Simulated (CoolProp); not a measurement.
R143a at 293.15 K and 0.779 MPa is throttled through a valve to 0.358 MPa with no heat exchange. Each further row changes one setting.

Computed with CoolProp (reference Helmholtz-energy equation of state, Lemmon and Jacobsen 2000).

```csv
case,temperature change (K),final density (kg/m³)
as stated,-9.4,13.8
outlet pressure 0.107 MPa,-15.3,3.98
outlet pressure 0.465 MPa,-7.0,18.2
```
